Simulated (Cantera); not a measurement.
Ammonia decomposition in nitride growth gas

An isothermal, constant-pressure homogeneous reactor starts with NH3 : N2 = 1 : 1.8 (molar parts), at 1375 K and 0.0267 bar.

Detailed kinetics in Cantera: the gas-phase N/H chemistry of the illustrative SiF4/NH3 mechanism in the Surface Chemkin manual (1991). Walls and surfaces, which speed up NH3 decomposition in real reactors, are not modelled.

```tsv
t (s)	x NH3	x NH2	x H	x N2	x H2
0.000200	0.357	1.74e-9	1.14e-10	0.643	8.14e-10
0.000537	0.357	4.86e-9	1.14e-10	0.643	2.38e-9
0.00144	0.357	1.32e-8	1.14e-10	0.643	6.56e-9
0.00386	0.357	3.57e-8	1.14e-10	0.643	1.78e-8
0.0104	0.357	9.60e-8	1.14e-10	0.643	4.80e-8
0.0278	0.357	2.58e-7	1.15e-10	0.643	1.29e-7
0.0746	0.357	6.91e-7	1.17e-10	0.643	3.50e-7
0.200	0.357	1.85e-6	1.39e-10	0.643	1.01e-6
0.537	0.357	4.96e-6	3.09e-10	0.643	4.18e-6
1.44	0.357	1.24e-5	1.90e-9	0.643	3.87e-5
3.86	0.357	1.81e-5	1.08e-8	0.643	0.000324
10.4	0.356	1.81e-5	3.46e-8	0.643	0.00124
27.8	0.354	1.77e-5	9.57e-8	0.643	0.00367
74.6	0.348	1.70e-5	2.48e-7	0.642	0.00992
200	0.334	1.57e-5	6.06e-7	0.640	0.0252
```
x: mole fraction; the columns are a selection and need not sum to one.

Equilibrium at this temperature and pressure: NH3 4.72e-7, NH2 3.12e-11, H 1.33e-5, N2 0.605, H2 0.395 (gas phase only).
